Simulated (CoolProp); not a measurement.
Dry air along the isobar 1.54 MPa: Z from the reference equation and from simpler models built on Tc = -140.6 °C, pc = 3.786 MPa, ω = 0.034; each cubic takes its own stable root.

The numbers come from the reference Helmholtz-energy equation of state, Lemmon 2000 in CoolProp. It is a pseudo-pure fit of the blend.

| T (°C) | phase | reference |
|---|---|---|
| -182.15 | liquid | 0.07178 |
| -177.75 | liquid | 0.07042 |
| -173.25 | liquid | 0.06942 |
| -168.85 | liquid | 0.06886 |
| -151.15 | gas | 0.7906 |
| -146.65 | gas | 0.8180 |
| -142.25 | gas | 0.8397 |
| -137.85 | gas | 0.8577 |
| -133.35 | gas | 0.8733 |
| -128.95 | gas | 0.8863 |

Question: How far does each simpler model (van der Waals, Redlich-Kwong, Peng-Robinson) lie from the reference over these 10 states: mean and median of the absolute difference, and the worst?

Answer: 
- van der Waals: mean 18.2 %, median 3.9 %, worst +42.8 % at -168.85 °C and 1.54 MPa
- Redlich-Kwong: mean 0.6 %, median 0.2 %, worst -2.4 % at -182.15 °C and 1.54 MPa
- Peng-Robinson: mean 6.0 %, median 1.8 %, worst -13.1 % at -182.15 °C and 1.54 MPa
